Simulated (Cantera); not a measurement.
A freely propagating, adiabatic, planar premixed flame of H₂ : O₂ : N₂ = 1 : 0.847 : 3.19 (molar parts), equivalence ratio 0.59, unburnt at 398 K and 0.132 atm; mixture-averaged transport, grid criteria slope 0.08 and curve 0.16, no radiation.

Detailed kinetics in Cantera: the H2/O2 subset of GRI-Mech 3.0, which has no nitrogen chemistry. Burning velocities carry a grid error of a few per cent, more on coarse grids. Lean hydrogen flames are cellular in practice and burn faster than this planar one.

Q: Predict: laminar burning velocity; thermal thickness; peak x(H); peak x(HO₂); peak x(H₂O₂).

A: 
```
Item                         Value
------------------------  --------
laminar burning velocity  178 cm/s
thermal thickness          5.11 mm
peak x(H)                   0.0305
peak x(HO₂)               0.000106
peak x(H₂O₂)               1.79e-5
```
